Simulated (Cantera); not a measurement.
Input: 1 mol SiF4, 3.3 mol O3, 60 mol H2, held at 1352 °C and 6.00 Pa.

These are equilibrium values from Cantera (NASA tables, ideal gas, pure condensed phases), not measurements of a reactor. Candidate condensed phases: H2O, Si, SiO2; 38 gas species. The tables hold silica as quartz up to 1696 K and as liquid above; real silica turns to tridymite and cristobalite and melts near 1996 K. The numbers say what is thermodynamically allowed, not how fast it happens.

Base state: H2 0.792, H2O 0.131, HF 0.0639, H 0.00811, SiO 0.00482, OH 5.65e-5 (mole fractions); condensed: SiO2(β-quartz).

Problem. What changes in the equilibrium state with this change: pressure from 6.00 Pa to 0.600 bar?

Solution. 
| species | before | after |
|---|---|---|
| H2 | 0.792 | 0.808 |
| H2O | 0.131 | 0.127 |
| HF | 0.0639 | 0.0644 |
| H | 0.00811 | 8.19e-5 |
| SiO | 0.00482 | 5.05e-7 |
| SiF4 | 1.72e-9 | 1.88e-5 |
| OH | 5.65e-5 | 5.44e-7 |
| SiO2(β-quartz), mol | 0.699 | 0.999 |
Gases not in the tables: Si(OH)4.

Problem. What changes in the equilibrium state with this change: O3 from 3.3 to 0.54 mol?

Solution. 
```csv
species,before,after
H2,0.792,0.903
HF,0.0639,0.0632
SiO,0.00482,0.0158
H2O,0.131,0.00979
OH,5.65e-5,3.95e-6
H,0.00811,0.00865
"SiO2(β-quartz), mol",0.699,0
```

Problem. What changes in the equilibrium state with this change: SiF4 replaced by SiH4?

Solution. 
```
species               before    after
-------------------  -------  -------
H2                     0.792    0.855
H2O                    0.131    0.131
H                    0.00811  0.00842
HF                    0.0639        0
SiO                  0.00482  0.00519
OH                   5.65e-5  5.45e-5
SiO2(β-quartz), mol    0.699    0.675
```
